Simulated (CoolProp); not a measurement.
Properties of nitrous oxide along the isotherm 432.9 K (Tc = 309.5 K, pc = 7245 kPa, ω = 0.161).

The numbers come from the reference Helmholtz-energy equation of state, Lemmon 2006 in CoolProp. It is a short technical equation, of lower accuracy than the large ones.

```csv
p (kPa),phase,density (kg/m³),speed of sound (m/s)
1210,gas,15.07,314.8
2410,gas,30.59,312.0
3620,gas,46.84,309.4
4830,gas,63.72,307.0
6040,gas,81.27,304.9
7240,gas,99.33,303.0
8450,supercritical,118.2,301.5
9660,supercritical,137.9,300.3
10900,supercritical,158.7,299.6
```
